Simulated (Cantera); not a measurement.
Feed: 1 mol Si, 1.9 mol Cl₂, 0.22 mol H₂, equilibrated at 598 K.

These are equilibrium values from Cantera (NASA tables, ideal gas, pure condensed phases), not measurements of a reactor. Candidate condensed phases: Si; 19 gas species. Rates play no part.

x: gas mole fraction; n: condensed amount in mol.

| P (Pa) | x SiCl₄ | x SiHCl₃ | x H₂ | x SiH₂Cl₂ | x HCl | x SiH₃Cl | x SiCl₃ | n Si(s) |
|---|---|---|---|---|---|---|---|---|
| 10000 | 0.773 | 0.0716 | 0.155 | ___ | 4.39e-5 | 2.97e-7 | 1.70e-6 | 0.0292 |
| 26000 | 0.764 | 0.0880 | 0.148 | ___ | 3.36e-5 | 5.63e-7 | 1.33e-6 | 0.0246 |
| 67000 | 0.753 | 0.107 | 0.139 | ___ | 2.57e-5 | 1.04e-6 | 1.04e-6 | 0.0191 |
| 170000 | 0.742 | 0.128 | 0.129 | ___ | 1.95e-5 | 1.86e-6 | 8.11e-7 | 0.0130 |
| 450000 | 0.728 | 0.154 | 0.117 | ___ | 1.45e-5 | 3.32e-6 | 6.27e-7 | 0.00578 |
| 1200000 | 0.716 | 0.174 | 0.107 | 0.00211 | 1.15e-5 | 4.99e-6 | 4.54e-7 | 0 |
| 3000000 | 0.716 | 0.174 | 0.107 | 0.00211 | 1.15e-5 | 4.99e-6 | 2.87e-7 | 0 |

Problem. Fill in the missing entries.

Solution. 
- 10000, x SiH₂Cl₂: 0.000331
- 26000, x SiH₂Cl₂: 0.000504
- 67000, x SiH₂Cl₂: 0.000756
- 170000, x SiH₂Cl₂: 0.00111
- 450000, x SiH₂Cl₂: 0.00162
